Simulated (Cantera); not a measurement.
A closed system holds: 1 mol AlCl3, 28 mol N2, 3.2 mol H2, a varied amount of HCl, at 775 K and 90.0 Torr.

Cantera equilibrium calculation (NASA polynomials, part measured and part estimated; ideal gas, pure solids and liquids). Candidate condensed phases: Al, AlCl3, AlN, NH4Cl; 20 gas species. The numbers say what is thermodynamically allowed, not how fast it happens.

### Question
Which condensed phases are stable at each of these points (n(HCl) (mol)): 0.71, 2, 3.3, 4.6, 5.9, 7.2, 8.5, 9.7?

### Answer
```csv
n(HCl) (mol),condensed phases,Al condensed (%)
0.71,AlN(s),23.9
2,gas only,0.0
3.3,gas only,0.0
4.6,gas only,0.0
5.9,gas only,0.0
7.2,gas only,0.0
8.5,gas only,0.0
9.7,gas only,0.0
```

At 0.71 mol HCl the condensed part is AlN(s). From 2 mol HCl to 9.7 mol HCl nothing is condensed.
